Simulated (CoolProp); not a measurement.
Vapour-liquid equilibrium of propylene (1) + dimethyl ether (2) at -61.55 °C; x and y are mole fractions of (1).

The numbers come from the multi-fluid Helmholtz-energy mixture model, Lemmon 2013 and Wu 2011; pair parameters Bell 2016 in CoolProp.

```csv
x,"bubble pressure, mixture model (kPa)","bubble pressure, Raoult's law (kPa)","y, mixture model","y, Raoult's law"
0.05,17.41,16.56,0.194,0.155
0.15,22.37,20.21,0.434,0.381
0.25,26.84,23.87,0.578,0.537
0.35,30.87,27.52,0.675,0.652
0.45,34.52,31.17,0.747,0.740
0.55,37.87,34.83,0.804,0.810
0.65,41.00,38.48,0.852,0.866
0.75,43.98,42.14,0.896,0.913
0.85,46.89,45.79,0.937,0.952
0.95,49.80,49.45,0.978,0.985
```

The largest gap from Raoult's law is +12.4 % in bubble pressure, at x = 0.25. No azeotrope shows between x = 0.05 and 0.95.

Pair parameters are fitted to limited data, so mixtures are less certain than the pure fluids.
